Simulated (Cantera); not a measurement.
Cantera run:

```python
import numpy as np
import cantera as ct

gas_names = """
    CL CL2 H HCL H2 Si SiCL SiCL2 SiCL3 SiCL4 SiH SiHCL3 SiH2 SiH2CL2 SiH3 SiH3CL SiH4 Si2 Si3
""".split()
cond_names = """
    Si(cr) Si(L)
""".split()


# ... load() reads the species with a 1 bar reference pressure and builds the phases ...
atoms = {
    'SiCl4': {'Si': 1, 'CL': 4},
    'Cl2': {'CL': 2},
    'H2': {'H': 2},
}
top_T = {}  # K; cautious upper limits of use, not melting points


# ... equilibrate(T, P, feed) seeds the gas with the atoms and calls Mixture.equilibrate('TP', solver="vcs", rtol=1e-11, max_steps=5000) ...
results = []
feed = {'SiCl4': 1, 'Cl2': 0.023, 'H2': 32}  # mol
P = 4000  # Pa
for T in [1275, 1300, 1325, 1350, 1375, 1400, 1425, 1450, 1475, 1500, 1525, 1550, 1575]:
    mix = equilibrate(T, P, feed)
    results.append((T, P, feed, dict(zip(mix.species_names, mix.species_moles))))
    x = sorted(zip(gas.X, gas.species_names), reverse=True)
    print(f"T = {T:g} K  P = {P:g} Pa  gas = {mix.phase_moles(0):.4g} mol")
    print("   x: " + "  ".join(f"{s} {v:.3e}" for v, s in x if v > 1e-06))
    print("   condensed (mol): " + ("  ".join(f"{mix.phase(i).name} {mix.phase_moles(i):.4g}"
          for i in range(1, mix.n_phases) if mix.phase_moles(i) > 1e-12) or "none"))
```

Output:

```
T = 1275 K  P = 4000 Pa  gas = 33.81 mol
   x: H2 9.118e-01  HCL 6.757e-02  SiCL2 1.298e-02  SiCL4 3.240e-03  SiCL3 2.543e-03  SiHCL3 1.765e-03  SiH2CL2 1.332e-04  H 3.519e-06  SiH3CL 2.809e-06
   condensed (mol): Si(cr) 0.3014
T = 1300 K  P = 4000 Pa  gas = 33.86 mol
   x: H2 9.093e-01  HCL 7.016e-02  SiCL2 1.444e-02  SiCL3 2.357e-03  SiCL4 2.283e-03  SiHCL3 1.348e-03  SiH2CL2 1.123e-04  H 5.275e-06  SiH3CL 2.630e-06
   condensed (mol): Si(cr) 0.3046
T = 1325 K  P = 4000 Pa  gas = 33.9 mol
   x: H2 9.074e-01  HCL 7.208e-02  SiCL2 1.569e-02  SiCL3 2.130e-03  SiCL4 1.571e-03  SiHCL3 1.013e-03  SiH2CL2 9.363e-05  H 7.789e-06  SiH3CL 2.448e-06
   condensed (mol): Si(cr) 0.3051
T = 1350 K  P = 4000 Pa  gas = 33.93 mol
   x: H2 9.060e-01  HCL 7.344e-02  SiCL2 1.674e-02  SiCL3 1.889e-03  SiCL4 1.064e-03  SiHCL3 7.516e-04  SiH2CL2 7.743e-05  H 1.134e-05  SiH3CL 2.269e-06
   condensed (mol): Si(cr) 0.3037
T = 1375 K  P = 4000 Pa  gas = 33.95 mol
   x: H2 9.050e-01  HCL 7.435e-02  SiCL2 1.761e-02  SiCL3 1.654e-03  SiCL4 7.139e-04  SiHCL3 5.543e-04  SiH2CL2 6.376e-05  H 1.630e-05  SiH3CL 2.099e-06  CL 1.109e-06
   condensed (mol): Si(cr) 0.3008
T = 1400 K  P = 4000 Pa  gas = 33.97 mol
   x: H2 9.044e-01  HCL 7.493e-02  SiCL2 1.832e-02  SiCL3 1.436e-03  SiCL4 4.776e-04  SiHCL3 4.081e-04  SiH2CL2 5.244e-05  H 2.313e-05  SiH3CL 1.939e-06  CL 1.578e-06
   condensed (mol): Si(cr) 0.297
T = 1425 K  P = 4000 Pa  gas = 33.98 mol
   x: H2 9.039e-01  HCL 7.525e-02  SiCL2 1.891e-02  SiCL3 1.241e-03  SiCL4 3.201e-04  SiHCL3 3.009e-04  SiH2CL2 4.317e-05  H 3.243e-05  CL 2.211e-06  SiH3CL 1.791e-06
   condensed (mol): Si(cr) 0.2926
T = 1450 K  P = 4000 Pa  gas = 33.99 mol
   x: H2 9.036e-01  HCL 7.540e-02  SiCL2 1.941e-02  SiCL3 1.070e-03  SiHCL3 2.227e-04  SiCL4 2.156e-04  H 4.495e-05  SiH2CL2 3.562e-05  CL 3.055e-06  SiH3CL 1.656e-06  SiCL 1.383e-06
   condensed (mol): Si(cr) 0.2877
T = 1475 K  P = 4000 Pa  gas = 34 mol
   x: H2 9.034e-01  HCL 7.543e-02  SiCL2 1.983e-02  SiCL3 9.234e-04  SiHCL3 1.658e-04  SiCL4 1.463e-04  H 6.164e-05  SiH2CL2 2.950e-05  CL 4.170e-06  SiCL 2.068e-06  SiH3CL 1.533e-06
   condensed (mol): Si(cr) 0.2827
T = 1500 K  P = 4000 Pa  gas = 34 mol
   x: H2 9.033e-01  HCL 7.537e-02  SiCL2 2.020e-02  SiCL3 7.979e-04  SiHCL3 1.243e-04  SiCL4 1.001e-04  H 8.365e-05  SiH2CL2 2.453e-05  CL 5.626e-06  SiCL 3.045e-06  SiH3CL 1.421e-06  SiH2 1.353e-06
   condensed (mol): Si(cr) 0.2774
T = 1525 K  P = 4000 Pa  gas = 34.01 mol
   x: H2 9.032e-01  HCL 7.525e-02  SiCL2 2.052e-02  SiCL3 6.910e-04  H 1.124e-04  SiHCL3 9.378e-05  SiCL4 6.913e-05  SiH2CL2 2.049e-05  CL 7.512e-06  SiCL 4.423e-06  SiH2 1.857e-06  SiH3CL 1.320e-06
   condensed (mol): Si(cr) 0.2722
T = 1550 K  P = 4000 Pa  gas = 34.01 mol
   x: H2 9.032e-01  HCL 7.509e-02  SiCL2 2.081e-02  SiCL3 6.001e-04  H 1.497e-04  SiHCL3 7.130e-05  SiCL4 4.821e-05  SiH2CL2 1.720e-05  CL 9.933e-06  SiCL 6.342e-06  SiH2 2.522e-06  SiH3CL 1.229e-06
   condensed (mol): Si(cr) 0.267
T = 1575 K  P = 4000 Pa  gas = 34.01 mol
   x: H2 9.032e-01  HCL 7.490e-02  SiCL2 2.106e-02  SiCL3 5.227e-04  H 1.975e-04  SiHCL3 5.462e-05  SiCL4 3.395e-05  SiH2CL2 1.450e-05  CL 1.301e-05  SiCL 8.984e-06  SiH2 3.393e-06  Si 1.435e-06  SiH3CL 1.146e-06
   condensed (mol): Si(cr) 0.2617
```

Cantera equilibrium calculation (NASA polynomials, part measured and part estimated; ideal gas, pure solids and liquids). The tables' values for SiCl3 are old estimates; treat these amounts as uncertain.
